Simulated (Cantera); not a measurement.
What does this Cantera script print?

```python
import numpy as np
import cantera as ct

gas_names = [...]  # 151 gases of nasa_gas.yaml made of C, H, N, O, Si
cond_names = """
    C(gr) C6H6(L) C7H8(L) C8H18(L),n-octa H2O(s) H2O(L) Si(cr) Si(L) SiC(b) SiO2(Lqz) SiO2(hqz) SiO2(L)
    Si2N2O(s) Si3N4(a)
""".split()


# ... load() reads the species with a 1 bar reference pressure and builds the phases ...
atoms = {
    'TEOS': {'Si': 1, 'C': 8, 'H': 20, 'O': 4},
    'O2': {'O': 2},
    'N2': {'N': 2},
}
top_T = {'C(gr)': 4500, 'SiC(b)': 3050, 'Si2N2O(s)': 2100, 'Si3N4(a)': 2400}  # K; cautious upper limits of use, not melting points


# ... equilibrate(T, P, feed) seeds the gas with the atoms and calls Mixture.equilibrate('TP', solver="vcs", rtol=1e-11, max_steps=5000) ...
results = []
feed = {'TEOS': 1, 'O2': 12, 'N2': 3}  # mol
P = 133.322  # Pa
for T in [1498, 1548, 1598, 1648, 1698, 1748, 1798]:
    mix = equilibrate(T, P, feed)
    results.append((T, P, feed, dict(zip(mix.species_names, mix.species_moles))))

top = {s: max(r[3][s] / sum(r[3][g] for g in gas_names) for r in results) for s in gas_names}
cols = sorted((s for s in top if top[s] > 1e-06), key=lambda s: -top[s])[:6]
seen = [c for c in cond_names if any(r[3].get(c, 0) > 1e-12 for r in results)]
print("log10 of partial pressures in bar; condensed amounts in mol")
print(f"{'T/K':>10s}" + "".join(f"{s[:9]:>10s}" for s in cols + seen))
for T, P, feed, n in results:
    ng = sum(n[g] for g in gas_names)
    print(f"{T:10.4g}" + "".join(f"{np.log10(max(n[s] / ng * P / 1e5, 1e-99)):10.3f}" for s in cols)
          + "".join(f"{n.get(c, 0):10.4g}" for c in seen))
```

Output:

```
log10 of partial pressures in bar; condensed amounts in mol
       T/K       H2O       CO2        N2        CO        O2        H2 SiO2(hqz)   SiO2(L)
      1498    -3.199    -3.296    -3.721    -5.693    -5.853    -6.007         1         0
      1548    -3.199    -3.298    -3.721    -5.480    -5.651    -5.827         1         0
      1598    -3.200    -3.300    -3.722    -5.281    -5.463    -5.658         1         0
      1648    -3.202    -3.303    -3.722    -5.094    -5.286    -5.499         1         0
      1698    -3.204    -3.308    -3.723    -4.921    -5.121    -5.350         0         1
      1748    -3.207    -3.314    -3.725    -4.758    -4.966    -5.210         0    0.9999
      1798    -3.211    -3.322    -3.727    -4.607    -4.822    -5.077         0    0.9995
```

Equilibrium computed with Cantera from the NASA thermochemical tables; the gas is ideal and each condensed phase is pure. The feed counts by its element totals alone. The tables hold silica as quartz up to 1696 K and as liquid above; real silica turns to tridymite and cristobalite and melts near 1996 K.
